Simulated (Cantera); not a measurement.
Input: 1 mol CH3F, 0.17 mol CH4, 14 mol H2, at 2652 °C and 15.0 Pa.

These are equilibrium values from Cantera (NASA tables, ideal gas, pure condensed phases), not measurements of a reactor. Candidate condensed phases: C, C6H6, C7H8, C8H18; 95 gas species. Equilibrium is a limit: real reactors are often held back by kinetics, nucleation or transport.

Base state: H 0.933, C 0.0234, HF 0.0190, F 0.0114, H2 0.00840, C3 0.00272, C2 0.00189, CF 0.000161 (mole fractions); condensed: gas only.

Q: What changes in the equilibrium state with this change: pressure from 15.0 Pa to 0.460 bar?

A: 
```tsv
species	before	after
H2	0.00840	0.752
H	0.933	0.159
HF	0.0190	0.0562
C2H2 (acetylene)	8.63e-6	0.0303
C	0.0234	4.77e-5
F	0.0114	6.42e-5
C4H2	3.70e-9	0.000510
CH3	<1e-9	6.79e-5
CH4	<1e-9	1.98e-5
C2H2 (vinylidene)	2.28e-8	8.01e-5
```
